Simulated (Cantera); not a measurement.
A perfectly stirred reactor is fed with CH4 : H2 : N2 = 0.01 : 1 : 0.005 (molar parts), at 1330 Pa; it is held at 2000 K, and followed from long to short residence time.

Computed with Cantera and GRI-Mech 3.0 (53 species, 325 reactions). GRI-Mech 3.0 stops at C3 and has no aromatics, soot or wall deposition, so with more carbon than oxygen in the feed, carbon stays in small species such as C2H2 where larger ones or solid carbon would form. Radical loss at walls, strong at low pressure, is not modelled.

### Question
What does this change do: H2 1 to 0.2 parts?

### Answer
```json
[
 {"quantity": "x(CH4) at τ = 7.00 s", "before": "0.000339", "after": "0.000734"},
 {"quantity": "x(H2) at τ = 7.00 s", "before": "0.978", "after": "0.944"},
 {"quantity": "x(C2H) at τ = 7.00 s", "before": "1.08e-6", "after": "5.04e-6"},
 {"quantity": "x(C2H4) at τ = 7.00 s", "before": "5.32e-7", "after": "2.44e-6"},
 {"quantity": "x(CH2) at τ = 7.00 s", "before": "1.32e-6", "after": "2.83e-6"},
 {"quantity": "x(CH4) at τ = 99.0 ms", "before": "0.00472", "after": "0.0125"},
 {"quantity": "x(H2) at τ = 99.0 ms", "before": "0.981", "after": "0.942"},
 {"quantity": "x(C2H) at τ = 99.0 ms", "before": "2.61e-7", "after": "1.84e-6"},
 {"quantity": "x(C2H4) at τ = 99.0 ms", "before": "7.16e-6", "after": "4.98e-5"},
 {"quantity": "x(CH2) at τ = 99.0 ms", "before": "4.36e-6", "after": "1.05e-5"}
]
```

### Question
What does this change do: pressure from 1330 Pa to 13300 Pa?

### Answer
```json
[
 {"quantity": "x(CH4) at τ = 7.00 s", "before": "0.000339", "after": "0.000384"},
 {"quantity": "x(H2) at τ = 7.00 s", "before": "0.978", "after": "0.986"},
 {"quantity": "x(C2H) at τ = 7.00 s", "before": "1.08e-6", "after": "3.91e-7"},
 {"quantity": "x(C2H4) at τ = 7.00 s", "before": "5.32e-7", "after": "4.13e-6"},
 {"quantity": "x(CH2) at τ = 7.00 s", "before": "1.32e-6", "after": "1.97e-7"},
 {"quantity": "x(CH4) at τ = 99.0 ms", "before": "0.00472", "after": "0.00276"},
 {"quantity": "x(H2) at τ = 99.0 ms", "before": "0.981", "after": "0.985"},
 {"quantity": "x(C2H) at τ = 99.0 ms", "before": "2.61e-7", "after": "2.68e-7"},
 {"quantity": "x(C2H4) at τ = 99.0 ms", "before": "7.16e-6", "after": "4.77e-6"},
 {"quantity": "x(CH2) at τ = 99.0 ms", "before": "4.36e-6", "after": "1.22e-6"}
]
```

### Question
What does this change do: H2 1 to 2.2 parts?

### Answer
```csv
quantity,before,after
x(CH4) at τ = 7.00 s,0.000339,0.000231
x(H2) at τ = 7.00 s,0.978,0.983
x(C2H) at τ = 7.00 s,1.08e-6,4.80e-7
x(C2H4) at τ = 7.00 s,5.32e-7,2.42e-7
x(CH2) at τ = 7.00 s,1.32e-6,8.84e-7
x(CH4) at τ = 99.0 ms,0.00472,0.00294
x(H2) at τ = 99.0 ms,0.981,0.989
x(C2H) at τ = 99.0 ms,2.61e-7,6.23e-8
x(C2H4) at τ = 99.0 ms,7.16e-6,2.31e-6
x(CH2) at τ = 99.0 ms,4.36e-6,2.07e-6
```
